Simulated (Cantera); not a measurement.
A closed system holds: 1 mol TEOS, 0.22 mol CO2, 51 mol N2, equilibrated at 2050 K and 66000 Pa.

Method: chemical equilibrium by Gibbs-energy minimisation in Cantera with the NASA 1993 tables (ideal gas, pure condensed phases). Candidate condensed phases: C, C6H6, C7H8, C8H18, H2O, Si, SiC, SiO2, Si2N2O, Si3N4; 151 gas species. The feed counts by its element totals alone. Equilibrium is a limit: real reactors are often held back by kinetics, nucleation or transport.

Base state: N2 0.776, H2 0.149, CO 0.0671, HCN 0.00607, H 0.00108, SiO 0.000700, HNC 0.000377, C2H2 (acetylene) 0.000158 (mole fractions); condensed: C(graphite) + SiC(s).

Q: What changes in the equilibrium state with this change: pressure from 66000 Pa to 13000 Pa?

A: 
```json
[
 {"species": "N2", "before": "0.776", "after": "0.775"},
 {"species": "H2", "before": "0.149", "after": "0.148"},
 {"species": "CO", "before": "0.0671", "after": "0.0671"},
 {"species": "H", "before": "0.00108", "after": "0.00242"},
 {"species": "SiO", "before": "0.000700", "after": "0.000699"},
 {"species": "Si", "before": "7.69e-6", "after": "3.90e-5"},
 {"species": "C2H2 (acetylene)", "before": "0.000158", "after": "0.000157"},
 {"species": "C(graphite), mol", "before": "2.43", "after": "2.43"},
 {"species": "SiC(s), mol", "before": "0.953", "after": "0.951"}
]
```
